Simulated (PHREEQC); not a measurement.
**Ultrapure water in contact with air or piping: speciation**

A made-up water analysis in mg/L, 25 °C, pH 6.63, pe 10.2: Na 0.0794; K 9.46e-08; Ca 0.0149; Mg 0.0523; Cl 0.102; S(6) as SO4 0.0859; Alkalinity as HCO3 0.222; Ba 0.00634; Zn 0.000341; N(5) as NO3 0.00158; Cu(2) 0.00409.

Na is adjusted to close the charge balance.
Valence states are taken as typed.

Model: ion-association model, phreeqc.dat, run in PHREEQC.

| Quantity | Result |
|---|---|
| ionic strength | 1.20e-5 mol/kgw |

```tsv
species	molality	activity	log γ
HCO3-	3.79e-6	3.78e-6	-0.002
Na+	3.05e-6	3.04e-6	-0.002
Cl-	2.88e-6	2.87e-6	-0.002
Mg+2	2.15e-6	2.12e-6	-0.007
CO2	1.99e-6	1.99e-6	0.000
SO4-2	8.94e-7	8.79e-7	-0.007
Ca+2	3.72e-7	3.66e-7	-0.007
```

This is a speciation only: nothing precipitates in the calculation. The database's constant for dissolved Cu(OH)2 is higher than later reviews accept.
